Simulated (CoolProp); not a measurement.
Properties of neopentane along the isobar 44.3 bar (Tc = 433.7 K, pc = 31.96 bar, ω = 0.196).

The numbers come from the reference Helmholtz-energy equation of state, Lemmon 2006 in CoolProp. It is a short technical equation, of lower accuracy than the large ones.

```
T (K)          phase  density (kg/m³)  cv (kJ/(kg K))  isothermal compressibility (1/MPa)  expansivity (1/kK)  fugacity coefficient
-----  -------------  ---------------  --------------  ----------------------------------  ------------------  --------------------
431.7         liquid            383.1           2.324                             0.05943               8.349                0.5031
443.5  supercritical            336.3           2.403                              0.1506               15.10                0.5588
455.4  supercritical            249.8           2.508                              0.6190               35.98                0.6097
467.2  supercritical            174.9           2.514                              0.5907               21.50                0.6491
479    supercritical       (withheld)           2.518                              0.4549               12.71            (withheld)
490.9  supercritical            127.0           2.540                              0.3895               9.104                0.7075
502.7  supercritical            115.5           2.570                              0.3523               7.202                0.7310
514.5  supercritical            106.8           2.604                              0.3279               6.014                0.7520
526.3  supercritical            100.0           2.641                              0.3106               5.196                0.7709
538.2  supercritical            94.39           2.680                              0.2976               4.593                0.7882
550    supercritical            89.67      (withheld)                              0.2875               4.134                0.8039
```

### Question
Complete the blanks.

### Answer

- 479, density (kg/m³): 144.2
- 479, fugacity coefficient: 0.6805
- 550, cv (kJ/(kg K)): 2.719
